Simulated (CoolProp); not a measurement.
A Linde-Hampson liquefier for nitrogen: isothermal reversible compression at 230 K from 1 atm to 15 MPa, throttling to 1 atm, return gas leaving the recuperator 5 K below the feed. Each further row changes one setting.

Values from CoolProp's reference Helmholtz-energy equation of state, Span 2000.

```
case                        liquid yield per pass  compression work (kJ/kg of gas)
--------------------------  ---------------------  -------------------------------
as stated                                       …                              332
high pressure 30 MPa                        0.174                              380
warm-end temperature 260 K                      …                                …
warm-end gap 10 K                               …                              332
```

Problem. Complete the blanks.

Solution. 
- as stated, liquid yield per pass: 0.122
- warm-end temperature 260 K, liquid yield per pass: 0.082
- warm-end temperature 260 K, compression work (kJ/kg of gas): 381
- warm-end gap 10 K, liquid yield per pass: 0.109
